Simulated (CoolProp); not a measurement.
Computed with CoolProp (reference Helmholtz-energy equation of state, Tillner-Roth 1994).

Question: For R134a, give the phase and the Z, viscosity (µPa s), fugacity coefficient at 256 K and 4440 kPa.

Answer: 
- 256 K and 4440 kPa: liquid; Z 0.156, viscosity 351, fugacity coefficient 0.0372

Viscosity comes from a separate model (Huber 2003), an estimate that may be off by 10 % or more.
